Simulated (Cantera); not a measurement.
Carbothermic reduction: PbO + CO

Charge: 1 mol PbO, 5 mol CO, at 1900 K and 0.100 bar.

Equilibrium computed with Cantera from the NASA thermochemical tables; the gas is ideal and each condensed phase is pure. Candidate condensed phases: C, Pb, PbO, PbO2, Pb3O4; 15 gas species. The numbers say what is thermodynamically allowed, not how fast it happens.

```json
{
  "x(CO)": "0.667",
  "x(CO2)": "0.166",
  "x(Pb)": "0.166",
  "x(PbO)": "0.000536",
  "x(Pb2)": "1.64e-5",
  "gas_amount": "6.000 mol",
  "log10 activity of Pb(l) (absent)": "-1.49",
  "log10 activity of C(graphite) (absent)": "-4.94"
}
```
